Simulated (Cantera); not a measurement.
A closed system holds: 1 mol CH3Cl, 0.25 mol H2, held at 0.0100 bar.

These are equilibrium values from Cantera (NASA tables, ideal gas, pure condensed phases), not measurements of a reactor. Candidate condensed phases: C, C6H6, C7H8, C8H18; 103 gas species. Ions and electrons are included (thermal ionisation). The numbers say what is thermodynamically allowed, not how fast it happens.

Problem. At 2477 °C, list the 4 most abundant gas species with their mole fractions, and the condensed phases.

Solution. H 0.369, H2 0.292, HCl 0.174, Cl 0.153. Condensed: C(graphite).
